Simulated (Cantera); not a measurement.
Mixture: H2 : O2 : N2 : H2O = 1 : 1.19 : 4.48 : 1 (molar parts), equivalence ratio 0.42, at 1.00 bar, adiabatic and at constant volume. Ignition delay is the time to a rise of 400 K.

Detailed kinetics in Cantera: GRI-Mech 3.0 (53 species, 325 reactions). Where the delays flatten at high temperature, the 400 K rule measures the pace of heat release, not the induction time.

What does this change do: pressure from 1.00 bar to 4.40 bar?


| quantity | before | after |
|---|---|---|
| delay at 1050 K | 0.753 ms | 7.59 ms |
| delay at 1200 K | 67.1 µs | 0.210 ms |
| delay at 1350 K | 33.6 µs | 10.0 µs |
| delay at 1500 K | 24.3 µs | 4.64 µs |
| delay at 1650 K | 22.4 µs | 3.10 µs |
The hydrogen kinetics of GRI-Mech 3.0 are dated; newer H2 mechanisms differ, most at raised pressure.

What does this change do: pressure from 1.00 bar to 0.430 bar?


| quantity | before | after |
|---|---|---|
| delay at 1050 K | 0.753 ms | 0.407 ms |
| delay at 1200 K | 67.1 µs | 0.145 ms |
| delay at 1350 K | 33.6 µs | 92.3 µs |
| delay at 1500 K | 24.3 µs | 82.0 µs |
| delay at 1650 K | 22.4 µs | 89.9 µs |

What does this change do: H2 1 to 2.4 parts?


```
quantity           before     after
---------------  --------  --------
delay at 1050 K  0.753 ms  0.437 ms
delay at 1200 K   67.1 µs   56.7 µs
delay at 1350 K   33.6 µs   27.0 µs
delay at 1500 K   24.3 µs   17.5 µs
delay at 1650 K   22.4 µs   14.1 µs
```
